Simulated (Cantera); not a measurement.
Input (Python, Cantera) and output of one run.

```python
import numpy as np
import cantera as ct

gas_names = """
    C CN CO CO2 C2 CCN CNC C2N2 C2O C3 C3O2 C4 C4N2 C5 Cu CuO Cu2 N NCO NO NO2 NO3 N2 N2O O O2 O3
""".split()
cond_names = """
    C(gr) Cu(cr) Cu(L) CuO(s) Cu2O(s) Cu2O(L)
""".split()


# ... load() reads the species with a 1 bar reference pressure and builds the phases ...
atoms = {
    'Cu': {'Cu': 1},
    'CO2': {'C': 1, 'O': 2},
    'N2': {'N': 2},
}
top_T = {'C(gr)': 4500, 'CuO(s)': 1390}  # K; cautious upper limits of use, not melting points


# ... equilibrate(T, P, feed) seeds the gas with the atoms and calls Mixture.equilibrate('TP', solver="vcs", rtol=1e-11, max_steps=5000) ...
results = []
feed = {'Cu': 1, 'CO2': 6.9, 'N2': 15}  # mol
P = 820  # Pa
for T in [1623, 1648, 1673, 1698, 1723, 1748, 1773]:
    mix = equilibrate(T, P, feed)
    results.append((T, P, feed, dict(zip(mix.species_names, mix.species_moles))))

top = {s: max(r[3][s] / sum(r[3][g] for g in gas_names) for r in results) for s in gas_names}
cols = sorted((s for s in top if top[s] > 1e-06), key=lambda s: -top[s])[:6]
seen = [c for c in cond_names if any(r[3].get(c, 0) > 1e-12 for r in results)]
print("log10 of partial pressures in bar; condensed amounts in mol")
print(f"{'T/K':>10s}" + "".join(f"{s[:9]:>10s}" for s in cols + seen))
for T, P, feed, n in results:
    ng = sum(n[g] for g in gas_names)
    print(f"{T:10.4g}" + "".join(f"{np.log10(max(n[s] / ng * P / 1e5, 1e-99)):10.3f}" for s in cols)
          + "".join(f"{n.get(c, 0):10.4g}" for c in seen))
```

Output:

```
log10 of partial pressures in bar; condensed amounts in mol
       T/K        N2       CO2        Cu        CO        O2        NO     Cu(L)
      1623    -2.254    -2.595    -4.255    -4.668    -4.996    -5.906    0.8502
      1648    -2.256    -2.597    -4.102    -4.578    -4.907    -5.817    0.7861
      1673    -2.257    -2.600    -3.954    -4.491    -4.821    -5.731    0.6977
      1698    -2.260    -2.604    -3.810    -4.408    -4.738    -5.649    0.5764
      1723    -2.263    -2.609    -3.671    -4.328    -4.659    -5.570    0.4112
      1748    -2.268    -2.615    -3.536    -4.251    -4.583    -5.495    0.1871
      1773    -2.272    -2.621    -3.449    -4.177    -4.509    -5.421         0
```

Method: chemical equilibrium by Gibbs-energy minimisation in Cantera with the NASA 1993 tables (ideal gas, pure condensed phases).
